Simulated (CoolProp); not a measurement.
Hydrogen chloride at 169 K and 1.83 MPa is throttled through a valve to 1.09 MPa with no heat exchange. Each further row changes one setting.

Model: reference Helmholtz-energy equation of state, Thol 2018, in CoolProp.

| case | temperature change (K) |
|---|---|
| as stated | ___ |
| outlet pressure 0.327 MPa | ___ |
| outlet pressure 1.42 MPa | ___ |

Q: Complete the blanks.

A: 
- as stated, temperature change (K): +0.2
- outlet pressure 0.327 MPa, temperature change (K): +0.5
- outlet pressure 1.42 MPa, temperature change (K): +0.1
